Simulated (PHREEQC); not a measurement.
0.091 g of hydrous ferric oxide (600 m²/g; 0.2 weak and 0.005 strong sites per Fe, Dzombak-Morel constants, diffuse double layer) in 1 kg of water with 0.005 mol/kgw of an inert sodium salt and 0.0012 mmol/kgw CuSO4 and 0.0003 mmol/kgw NaH2PO4, at 25 °C; the pH is set by adding NaOH or the inert anion's acid. O2 is buffered at 0.21 atm. No CO2 enters from the air. Nothing may precipitate in this run.

Base run: PHREEQC, ion-association model, wateq4f.dat. Each further column changes one thing. The table gives Cu sorbed (%).

```tsv
pH	base	no electrostatic term (-no_edl)	background salt from 0.005 to 0.0005 mol/kgw	oxide from 0.091 to 0.45 g/kgw
3	0.0	0.0	0.0	0.1
4.5	6.5	15.1	4.8	25.4
5.5	78.0	[?]	[?]	[?]
7	99.9	100.0	99.9	100.0
8.5	99.9	99.8	99.9	100.0
9.5	99.9	[?]	99.9	100.0
11	99.8	[?]	99.8	100.0
```

Question: Complete the blanks.

Answer: 
- 5.5, no electrostatic term (-no_edl): 93.9
- 5.5, background salt from 0.005 to 0.0005 mol/kgw: 75.2
- 5.5, oxide from 0.091 to 0.45 g/kgw: 95.0
- 9.5, no electrostatic term (-no_edl): 92.9
- 11, no electrostatic term (-no_edl): 1.9

H3PO4, which wateq4f.dat lacks, is added to it with the constant of phreeqc.dat. The database has no phosphate complexes of Cu. The database's constant for dissolved Cu(OH)2 is higher than later reviews accept. The oxide is taken as insoluble; below pH 4 it would dissolve.
